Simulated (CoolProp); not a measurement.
n-butane along the isobar 2.73 MPa: fugacity coefficient from the reference equation and from simpler models built on Tc = 152.0 °C, pc = 3.796 MPa, ω = 0.201; each cubic takes its own stable root.

Computed with CoolProp (reference Helmholtz-energy equation of state, Bücker 2006).

| T (°C) | phase | reference |
|---|---|---|
| 64.05 | liquid | 0.2416 |
| 98.05 | liquid | 0.4497 |
| 165.95 | gas | 0.7877 |
| 199.95 | gas | 0.8371 |
| 233.95 | gas | 0.8732 |
| 267.85 | gas | 0.9003 |
| 301.85 | gas | 0.9214 |

How far does each simpler model (van der Waals, Redlich-Kwong, Soave-Redlich-Kwong, Peng-Robinson) lie from the reference over these 7 states: mean and median of the absolute difference, and the worst?


- van der Waals: mean 19.0 %, median 2.0 %, worst +86.7 % at 64.05 °C and 2.73 MPa
- Redlich-Kwong: mean 5.9 %, median 1.6 %, worst +22.9 % at 64.05 °C and 2.73 MPa
- Soave-Redlich-Kwong: mean 0.8 %, median 0.1 %, worst +2.6 % at 98.05 °C and 2.73 MPa
- Peng-Robinson: mean 1.7 %, median 1.9 %, worst -2.5 % at 165.95 °C and 2.73 MPa
